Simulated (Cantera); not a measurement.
Charge: 1 mol Ti(OiPr)4, 0.63 mol O2, 450 mol H2, equilibrated at 1148 K and 10.0 mbar.

Method: chemical equilibrium by Gibbs-energy minimisation in Cantera with the NASA 1993 tables (ideal gas, pure condensed phases). Candidate condensed phases: C, C6H6, C7H8, C8H18, H2O, Ti, TiC, TiO, TiO2, Ti2O3, Ti3O5, Ti4O7; 113 gas species. The feed counts by its element totals alone. TiC: taken at fixed stoichiometry. The numbers say what is thermodynamically allowed, not how fast it happens.

Base state: H2 0.989, CO 0.0112, CH4 0.000233 (mole fractions); condensed: C(graphite) + TiC(s).

Problem. What changes in the equilibrium state with this change: Ti(OiPr)4 replaced by Ti?

Solution. 
```json
[
 {"species": "H2", "before": "0.989", "after": "1.000"},
 {"species": "CO", "before": "0.0112", "after": "0"},
 {"species": "CH4", "before": "0.000233", "after": "0"},
 {"species": "C(graphite), mol", "before": "5.63", "after": "0"},
 {"species": "TiC(s), mol", "before": "1.00", "after": "0"},
 {"species": "TiO(s), mol", "before": "0", "after": "0.480"},
 {"species": "Ti2O3(s), mol", "before": "0", "after": "0.260"}
]
```
Mutual solubility and eutectic melting of coexisting phases are not modelled. TiO: taken at fixed stoichiometry.
